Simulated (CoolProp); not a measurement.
The numbers come from the reference Helmholtz-energy equation of state, Marx 1992 in CoolProp.

Problem. For R113, give the phase and the density (kg/m³), expansivity (1/kK) at 415.4 K and 7.5 bar; 434.2 K and 7.5 bar.

Solution. 
- 415.4 K and 7.5 bar: gas; density 47.5, expansivity 4.03
- 434.2 K and 7.5 bar: gas; density 44.3, expansivity 3.51
